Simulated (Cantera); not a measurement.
An adiabatic, constant-volume homogeneous reactor starts with 49.8 % CO, 4.29 % H2, 11.8 % O2, 34.1 % N2, at 1500 K and 5.00 bar.

Detailed kinetics in Cantera: GRI-Mech 3.0 (53 species, 325 reactions). The hydrogen kinetics of GRI-Mech 3.0 are dated; newer H2 mechanisms differ, most at raised pressure. Above 3000 K some thermodynamic fits are extrapolated.

Question: Predict: time of steepest temperature rise; temperature at 0.200 s; equilibrium temperature; x(CO) at 0.200 s; x(H2) at 0.200 s; x(O2) at 0.200 s; x(HO2) at 0.200 s; x(NO2) at 0.200 s; x(CO2) at 0.200 s.

Answer: 
| Item | Value |
|---|---|
| time of steepest temperature rise | 5.90 µs |
| temperature at 0.200 s | 3153 K |
| equilibrium temperature | 3153 K |
| x(CO) at 0.200 s | 0.363 (gas-phase equilibrium 0.363) |
| x(H2) at 0.200 s | 0.00776 (gas-phase equilibrium 0.00776) |
| x(O2) at 0.200 s | 0.00889 (gas-phase equilibrium 0.00889) |
| x(HO2) at 0.200 s | 5.01e-6 (gas-phase equilibrium 5.01e-6) |
| x(NO2) at 0.200 s | 2.68e-6 (gas-phase equilibrium 2.68e-6) |
| x(CO2) at 0.200 s | 0.186 (gas-phase equilibrium 0.186) |
